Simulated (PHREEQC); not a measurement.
Synthetic water in mmol/kgw, 25 °C, pH 8.33, pe 8.3: Na 126; K 0.0182; Ca 2.76; Mg 0.358; Cl 128; S(6) 0.824; Alkalinity (meq/kgw) 0.0218; Br 2.78; Cd 0.433; F 0.0477.

Valence states are taken as typed.

All values are PHREEQC results (ion-association model, phreeqc.dat), not measurements.

```json
{
  "ionic_strength": "0.136 mol/kgw",
  "specific_conductance": "13500 µS/cm",
  "density": "1.003 g/cm³",
  "charge_balance_error": "0.2 %"
}
```

```csv
species,molality,activity,log γ
Cl-,0.128,0.0949,-0.128
Na+,0.126,0.0966,-0.115
Br-,0.00277,0.00202,-0.138
Ca+2,0.00272,0.000975,-0.446
SO4-2,0.000644,0.000216,-0.474
Mg+2,0.000351,0.000132,-0.424
CdCl+,0.000259,0.000198,-0.117
NaSO4-,0.000136,0.000105,-0.114
CdCl2,7.61e-5,7.85e-5,0.014
Cd+2,6.40e-5,2.19e-5,-0.466
F-,4.55e-5,3.36e-5,-0.132
```

No solid was allowed to form.
